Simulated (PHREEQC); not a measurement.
Buffer

A solution holds 0.24 mol/kgw HF, 0.091 mol/kgw NaF and 7.2e-05 mol/kgw KCl, at 25 °C. Closed to the air; pH follows from the charge balance.

Computed with PHREEQC (ion-association model, phreeqc.dat).

This is a speciation only: nothing precipitates in the calculation.

Q: What pH, ionic strength, density does the model give?

A: pH 2.49; ionic strength 0.0934 mol/kgw; density 1.002 g/cm³.

Q: In which forms is F present?

A: HF 59 %, HF2- 24 %, F- 16 % of the F.
